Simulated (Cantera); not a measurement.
Cantera with NASA thermochemical tables; ideal gases at 1 bar, condensed phases pure. Values are per mole of reaction as written; species without (g) are pure solids or liquids, kept so even where they would boil at 1 bar. The tables' values for BOCl are old estimates.

3 B₂O₃(g) + 3 Cl₂(g) ⇌ 6 BOCl(g) + O₃(g), with ΔH° = 751.9 kJ and ΔS° = 143.0 J/K at 300 K.

Task: How far is the shortcut ΔG° ≈ ΔH°(300 K) − T·ΔS°(300 K) from the full temperature-dependent value at 2025, 2100, 2175, 2250, 2325, 2400, 2475, 2550, 2625, 2700, 2775 K?

Result: 
```tsv
T (K)	shortcut (kJ)	full (kJ)	difference (kJ)	difference in log10 K
2025	462.3	452.8	9.5	-0.25
2100	451.6	441.5	10.1	-0.25
2175	440.9	430.2	10.6	-0.26
2250	430.1	418.9	11.2	-0.26
2325	419.4	407.6	11.8	-0.27
2400	408.7	396.2	12.5	-0.27
2475	398.0	384.8	13.2	-0.28
2550	387.2	373.4	13.9	-0.28
2625	376.5	361.9	14.6	-0.29
2700	365.8	350.4	15.3	-0.30
2775	355.1	338.9	16.1	-0.30
```
The shortcut ignores the heat-capacity change of the reaction.
